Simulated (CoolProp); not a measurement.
The numbers come from the reference Helmholtz-energy equation of state, Younglove 1994 in CoolProp. It is a modified Benedict-Webb-Rubin equation, recast in Helmholtz form.

Give the vapour pressure (bar), liquid density (kg/m³), enthalpy of vaporisation (kJ/kg), vapour Z of saturated R123 at 247.7 K.


| T (K) | p (bar) | liquid density (kg/m³) | enthalpy of vaporisation (kJ/kg) | vapour Z |
|---|---|---|---|---|
| 247.7 | 0.0883 | 1590 | 191 | 0.993 |
